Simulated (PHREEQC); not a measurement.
PHREEQC input (ion-association model, wateq4f.dat):

```
SOLUTION_MASTER_SPECIES
  An  An-  0  An  62.0  # stands for a non-complexing anion
SOLUTION_SPECIES
  An- = An-
    -log_k 0
    -gamma 3.0 0
PHASES
  Fix_H+
    H+ = H+
    -log_k 0
SOLUTION 1
  temp 25
  units mmol/kgw
  pH 7 charge
  Cl 0.08
  Mg 0.04
  S(6) 0.058
  Cu(2) 0.058
  Na 1
  An 1
END
SELECTED_OUTPUT 1
  -reset false
  -pH true
  -pe true
  -ionic_strength true
  -water true
  -totals Cl Cu Mg Na S Cu(1) Cu(2) S(-2) S(6)
  -molalities Hfo_wOH Hfo_wOH2+ Hfo_wO- Hfo_sOH Hfo_sOH2+ Hfo_sO- Hfo_sOCu+ Hfo_wOCu+ Hfo_wOMg+ Hfo_wSO4-
    Hfo_wOHSO4-2
  -saturation_indices Brucite Cu(OH)2 Brochantite Antlerite Atacamite Halite Mirabilite Epsomite Chalcanthite
USER_PUNCH 1
  -headings sigma psi
  10 PUNCH EDL("sigma", "Hfo"), EDL("psi", "Hfo")
PRINT
  -reset false
USE solution 1
SURFACE 1
  Hfo_wOH 0.000337079 600 0.15
  Hfo_sOH 8.42697e-06
EQUILIBRIUM_PHASES 1
  Fix_H+ -3 HAn 10
    -force_equality true
  O2(g) -0.68 10
END
# ... the last block is repeated for the other 16 points of pH, with NaOH or the acid as the point needs
```

Selected output (columns that matter, 16 of 17 rows; pH added in front):

```
pH	mu	Cu	Mg	Na	S	si_Brucite	si_Cu(OH)2	si_Brochantite	si_Antlerite	si_Atacamite	si_Halite	si_Mirabilite	si_Epsomite	si_Chalcanthite
3	0.0024288	5.7985e-05	4e-05	0.001	5.4823e-09	-15.33	-6.9685	-23.05	-17.671	-11.118	-8.7261	-13.329	-10.746	-10.084
3.38	0.0017928	5.7921e-05	4e-05	0.001	7.5599e-09	-14.558	-6.197	-20.553	-15.946	-9.9516	-8.7199	-13.152	-10.563	-9.9023
3.75	0.0015251	5.7627e-05	4e-05	0.001	1.6334e-08	-13.812	-5.4535	-17.971	-14.107	-8.833	-8.7168	-12.8	-10.209	-9.5501
4.12	0.0014023	5.6403e-05	4e-05	0.001	4.6037e-08	-13.069	-4.72	-15.32	-12.19	-7.7353	-8.7154	-12.342	-9.7493	-9.1001
4.5	0.0013355	5.2723e-05	4e-05	0.001	1.5572e-07	-12.308	-3.9878	-12.618	-10.221	-6.6504	-8.7145	-11.809	-9.2151	-8.5952
4.88	0.0012882	4.5626e-05	4e-05	0.001	5.6679e-07	-11.546	-3.2897	-10.023	-8.3229	-5.6338	-8.7139	-11.245	-8.6506	-8.0937
5.25	0.001236	3.2069e-05	4e-05	0.001	1.8886e-06	-10.805	-2.7022	-7.8875	-6.7753	-4.8285	-8.7132	-10.719	-8.1242	-7.721
5.62	0.0011809	1.4811e-05	3.9999e-05	0.001	5.2395e-06	-10.064	-2.2986	-6.5672	-5.8586	-4.3909	-8.7125	-10.273	-7.6772	-7.6116
6.38	0.001183	1.3008e-06	3.9989e-05	0.0010316	2.2745e-05	-8.5456	-1.8842	-5.7912	-5.4971	-4.3221	-8.699	-9.6072	-7.0403	-8.0788
6.75	0.0012188	4.9837e-07	3.996e-05	0.0010598	3.475e-05	-7.8077	-1.7194	-5.6888	-5.5595	-4.3627	-8.6878	-9.4011	-6.8592	-8.4708
7.12	0.0012535	3.3787e-07	3.9845e-05	0.0010856	4.6208e-05	-7.0707	-1.5654	-5.69	-5.7146	-4.425	-8.6778	-9.2579	-6.7393	-8.934
7.5	0.0012776	3.4436e-07	3.9324e-05	0.001105	5.4103e-05	-6.3176	-1.4532	-5.9333	-6.0701	-4.5807	-8.6705	-9.175	-6.6783	-9.5139
7.88	0.0012855	3.8505e-07	3.6911e-05	0.0011182	5.7076e-05	-5.5856	-1.3814	-6.3831	-6.5917	-4.8173	-8.6654	-9.1415	-6.6831	-10.179
8.25	0.0012821	4.7675e-07	2.9276e-05	0.0011375	5.7777e-05	-4.9464	-1.2836	-6.7258	-7.0322	-4.9916	-8.6579	-9.1207	-6.778	-10.815
8.62	0.0012735	6.7494e-07	1.659e-05	0.0011669	5.7941e-05	-4.4532	-1.1313	-6.8543	-7.313	-5.0569	-8.6467	-9.0961	-7.0225	-11.4
9	0.00127	9.3375e-07	5.8629e-06	0.0011959	5.7986e-05	-4.1456	-0.9899	-7.0477	-7.6477	-5.1542	-8.636	-9.0736	-7.4738	-12.018
```

Complexes and solids missing from the database can't appear. The database's constant for dissolved Cu(OH)2 is higher than later reviews accept. The oxide is taken as insoluble; below pH 4 it would dissolve.
